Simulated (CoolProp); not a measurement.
Vapour-liquid equilibrium of R142b (1) + R113 (2) at 0.0436 MPa; x and y are mole fractions of (1).

Computed with CoolProp (multi-fluid Helmholtz-energy mixture model, Lemmon 2006 and Marx 1992; pair parameters Bell 2016).

Problem. Give the bubble temperature and the first vapour's composition at x = 0.125, 0.575, 0.95. Is there an azeotrope?

Solution. x = 0.125: 4.2 °C, y = 0.624; x = 0.575: -19.5 °C, y = 0.938; x = 0.95: -27.3 °C, y = 0.993. No azeotrope shows between x = 0.05 and 0.95.

The pair parameters rest on a limited set of measurements; away from them the model extrapolates.
